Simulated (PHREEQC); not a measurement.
Brine: an equilibrium model

A solution holds 4.3 mol/kgw KCl and 2.5 mol/kgw MgCl2, at 5 °C. Closed to the air; pH follows from the charge balance.

Computed with PHREEQC (Pitzer model, pitzer.dat).

This is a speciation only: nothing precipitates in the calculation.

**Question.** Estimate the activity of water, density.

**Answer.** activity of water 0.610; density 1.279 g/cm³.

The solution is supersaturated, for example in Sylvite, so a real one may precipitate; this is no full list. Away from 25 °C the constants follow the database's enthalpies or fits; those with neither stay at their 25 °C values.
